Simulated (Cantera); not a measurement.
A closed system holds: 1 mol Si, 0.91 mol Cl2, 0.25 mol H2, held at 19.0 bar.

These are equilibrium values from Cantera (NASA tables, ideal gas, pure condensed phases), not measurements of a reactor. Candidate condensed phases: Si; 19 gas species. Equilibrium is a limit: real reactors are often held back by kinetics, nucleation or transport.

Over these rows the condensed part is Si(s). Partial pressures as log10 of bar:

```csv
T (K),1000/T (1/K),log p HCl,log p SiCl4,log p H2,log p SiHCl3
598,1.6722,-3.59,0.98,0.68,0.67
673,1.4859,-2.89,0.98,0.68,0.65
748,1.3369,?,0.99,0.68,0.64
823,1.2151,-1.87,0.99,0.69,0.63
898,1.1136,-1.50,0.99,0.69,0.62
973,1.0277,-1.18,0.99,0.69,0.61
```

**Question.** Fit log p(HCl) = a + b·(1000/T) to the five rows, give the apparent enthalpy, and predict the row at 748 K.

**Answer.** Means: 1000/T = 1.3029, log p = -2.206. Sxy = -1.081785, Sxx = 0.2891499, so b = -3.74 and a = -2.206 − (-3.74)×1.3029 = 2.67.
Apparent enthalpy: −19.145 × (-3.74) = 72 kJ/mol. With the condensed phases at unit activity, 1/4 SiCl4(g) + 1/2 H2(g) = HCl(g) + 1/4 Si(s) links this pressure to the main gases: over the six rows their terms move log p by +0.01 in all, so the slope is close to that reaction's ΔH°. The five rows lie within 0.01 of the line.
Prediction at 748 K: 2.67 + (-3.74)×1.3369 = -2.33. The computed value is -2.33, 0.00 from the line.
